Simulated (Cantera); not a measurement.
An isothermal, constant-pressure homogeneous reactor starts with H2 : O2 = 0.021 : 1 (molar parts), at 1450 K and 3.60 Torr.

Computed with Cantera and GRI-Mech 3.0 (53 species, 325 reactions). Radical loss at walls, strong at low pressure, is not modelled.

One state of this run: x H2 = 4.56e-5; x O2 = 0.974; x OH = 0.00159; x H2O2 = 3.89e-9; x H = 0.000153; x HO2 = 1.33e-7. x: mole fraction; the columns are a selection and need not sum to one.

Which value of t (s) does it belong to?
A. 1.09
B. 0.000460
C. 0.118
D. 3.30

D, 3.30
